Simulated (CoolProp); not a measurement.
Vapour-liquid equilibrium of CHF3 (R23) (1) + isopentane (2) at 258.5 K; x and y are mole fractions of (1).

Computed with CoolProp (multi-fluid Helmholtz-energy mixture model, Penoncello 2003 and Lemmon 2006; pair parameters Bell 2016).

Give the bubble pressure and the first vapour's composition at x = 0.35, 0.5, 0.65. Is there an azeotrope?

x = 0.35: 1246 kPa, y = 0.982; x = 0.5: 1323 kPa, y = 0.983; x = 0.65: 1331 kPa, y = 0.983. No azeotrope shows between x = 0.05 and 0.95.

Pair parameters are fitted to limited data, so mixtures are less certain than the pure fluids. The gap from Raoult's law changes sign with composition, which may be real or a fault of the pair parameters; it wasn't checked against measurements. With so large a gap from Raoult's law the liquid may split in two, which this calculation doesn't test in full.
